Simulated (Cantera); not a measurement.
Charge: 1 mol Fe2O3, 4.4 mol HCl, equilibrated at 1650 °C and 37.0 Pa.

Method: chemical equilibrium by Gibbs-energy minimisation in Cantera with the NASA 1993 tables (ideal gas, pure condensed phases). Candidate condensed phases: Fe, FeCl2, FeCl3, FeO, Fe(OH)2, Fe(OH)3, Fe2O3, Fe3O4, H2O; 22 gas species. The tables' stoichiometric FeO is somewhat more stable than real wüstite, so its field is too wide. FeO: taken at fixed stoichiometry. The numbers say what is thermodynamically allowed, not how fast it happens.

### Question
What is the equilibrium state?

### Answer
- x(HCl): 0.305
- x(H2O): 0.255
- x(FeCl2): 0.208
- x(Cl): 0.126
- x(O2): 0.0676
- x(OH): 0.0120
- x(H2): 0.00803
- x(Fe): 0.00585
- x(O): 0.00489
- n(FeO(l)): 0.871 mol
- gas amount: 5.191 mol
- log10 activity of Fe(l) (absent): -1.84
- log10 activity of FeCl2(l) (absent): -5.61
